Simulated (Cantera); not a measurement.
Feed: 1 mol SiH2Cl2, 0.0056 mol C2H2, 39 mol H2, 0.027 mol CH4, held at 2373 K.

Equilibrium computed with Cantera from the NASA thermochemical tables; the gas is ideal and each condensed phase is pure. Candidate condensed phases: C, C6H6, C7H8, C8H18, Si, SiC; 109 gas species. Mutual solubility and eutectic melting of coexisting phases are not modelled. The tables' values for SiCl are old estimates; treat these amounts as uncertain. Gases not in the tables: Si2H6 and higher silanes. Rates play no part.

x: gas mole fraction; n: condensed amount in mol.

```csv
P (Pa),x H2,x H,x HCl,x Si,x Cl,n Si(l),n SiC(s)
100,0.599,0.342,0.0277,0.0190,0.0113,0,0
270,0.711,0.227,0.0339,0.0200,0.00772,0,0
720,0.789,0.146,0.0380,0.0202,0.00503,0,0
1900,0.841,0.0929,0.0401,0.0193,0.00317,0,0
5200,0.878,0.0574,0.0402,0.0173,0.00188,0,0
14000,0.905,___,0.0392,___,___,___,0
37000,0.926,___,0.0405,___,___,___,___
100000,0.938,0.0135,0.0413,0.00174,0.000426,0.703,0.0139
```

What belongs in the gaps?


- 14000, x H: 0.0355
- 14000, x Si: 0.0125
- 14000, x Cl: 0.00110
- 14000, n Si(l): 0.122
- 37000, x H: 0.0221
- 37000, x Si: 0.00471
- 37000, x Cl: 0.000692
- 37000, n Si(l): 0.534
- 37000, n SiC(s): 0.000916
